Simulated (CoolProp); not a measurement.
Computed with CoolProp (reference Helmholtz-energy equation of state, Lemmon 2016).

Task: For R227EA, give the phase and the density (kg/m³), cp (kJ/(kg K)) at 453.1 K and 431 kPa.

Result: 
- 453.1 K and 431 kPa: gas; density 20.0, cp 1.02
